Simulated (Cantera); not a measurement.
Predominance diagram of V at 1475 K against the partial pressures of O2 and N2 (log10, bar). Source: NASA polynomial tables (part measured, part estimated), evaluated in Cantera. Candidates: V(s), VN(s), VO(s), V2O3(s), V2O4(s), V2O5(l). Only these pure phases compete in this equilibrium. VN, VO: taken at fixed stoichiometry. Not in the tables: V3O5 to V6O13, V2N.

```
log p(N2) \ log p(O2)
        columns: -8, -7.6, -7.2, -6.9, -6.5, -6.1, -5.7, -5.3, -5, -4.6, -4.2, -3.8, -3.4, -3, -2.7, -2.3, -1.9, -1.5, -1.1, -0.8, -0.4, 0
      0  A A A B B B B B B B B B B B B B B C C C C C
   -1.4  A A A B B B B B B B B B B B B B B C C C C C
   -2.8  A A A B B B B B B B B B B B B B B C C C C C
   -4.2  A A A B B B B B B B B B B B B B B C C C C C
   -5.6  A A A B B B B B B B B B B B B B B C C C C C
     -7  A A A B B B B B B B B B B B B B B C C C C C
   -8.4  A A A B B B B B B B B B B B B B B C C C C C
   -9.8  A A A B B B B B B B B B B B B B B C C C C C
  -11.2  A A A B B B B B B B B B B B B B B C C C C C
  -12.6  A A A B B B B B B B B B B B B B B C C C C C
    -14  A A A B B B B B B B B B B B B B B C C C C C
```

A: V2O3(s); B: V2O4(s); C: V2O5(l).
